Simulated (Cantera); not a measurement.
A Cantera script and its output.

```python
import numpy as np
import cantera as ct

gas = ct.Solution("h2o2.yaml")
gas.TPX = 1373, 2900, {'H2': 0.0069, 'O2': 3.6}
reactor = ct.IdealGasConstPressureReactor(gas, energy="off", clone=False)
net = ct.ReactorNet([reactor])
net.rtol, net.atol = 1e-08, 1e-18
show = ['H2', 'O2', 'H2O', 'HO2', 'H2O2']
times = np.geomspace(1e-05, 30, 12)

steps = ct.SolutionArray(gas, extra=["t"])
rows = []
print(f"{'t/s':>10s}{'T/K':>9s}{'P/Pa':>11s}" + "".join(f"{s:>11s}" for s in show))
for t in times:
    while net.time < t:
        t_next = net.step()
        steps.append(gas.state, t=t_next)
    rows.append([np.interp(t, steps.t, y) for y in (steps.T, steps.P, *steps(*show).X.T)])
    print(f"{t:10.3e}{rows[-1][0]:9.1f}{rows[-1][1]:11.4g}" + "".join(f"{x:11.3e}" for x in rows[-1][2:]))
rate = np.gradient(steps.T, steps.t)
print("integrator steps:", len(steps.t))
if steps.T.max() > steps.T[0] + 200:
    print(f"time of steepest temperature rise: {steps.t[rate.argmax()]:.4e} s")
gas.TPX = 1373, 2900, {'H2': 0.0069, 'O2': 3.6}
gas.equilibrate("TP")
print(f"equilibrium (TP): T = {gas.T:.1f} K  " + "  ".join(f"{s} {gas[s].X[0]:.3e}" for s in show))
```

Output:

```
       t/s      T/K       P/Pa         H2         O2        H2O        HO2       H2O2
 1.000e-05   1373.0       2900  1.913e-03  9.981e-01  1.458e-12  6.636e-10  4.238e-15
 3.880e-05   1373.0       2900  1.913e-03  9.981e-01  5.060e-11  2.576e-09  6.295e-14
 1.505e-04   1373.0       2900  1.913e-03  9.981e-01  1.117e-09  9.991e-09  9.021e-13
 5.841e-04   1373.0       2900  1.913e-03  9.981e-01  2.221e-08  3.867e-08  1.136e-11
 2.266e-03   1373.0       2900  1.912e-03  9.981e-01  8.942e-07  1.490e-07  1.025e-10
 8.793e-03   1373.0       2900  4.762e-04  9.967e-01  1.174e-03  3.598e-07  1.162e-08
 3.412e-02   1373.0       2900  1.446e-06  9.963e-01  1.787e-03  1.859e-07  3.513e-09
 1.324e-01   1373.0       2900  1.184e-06  9.966e-01  1.800e-03  1.660e-07  3.195e-09
 5.136e-01   1373.0       2900  6.328e-07  9.973e-01  1.833e-03  1.150e-07  2.272e-09
 1.993e+00   1373.0       2900  1.549e-07  9.979e-01  1.875e-03  4.773e-08  8.639e-10
 7.732e+00   1373.0       2900  2.090e-08  9.980e-01  1.900e-03  1.490e-08  1.585e-10
 3.000e+01   1373.0       2900  4.049e-09  9.981e-01  1.908e-03  1.274e-08  3.576e-11
integrator steps: 1387
equilibrium (TP): T = 1373.0 K  H2 3.347e-09  O2 9.981e-01  H2O 1.909e-03  HO2 1.324e-08  H2O2 3.026e-11
```

Detailed kinetics in Cantera: the H2/O2 subset of GRI-Mech 3.0, which has no nitrogen chemistry. Radical loss at walls, strong at low pressure, is not modelled.
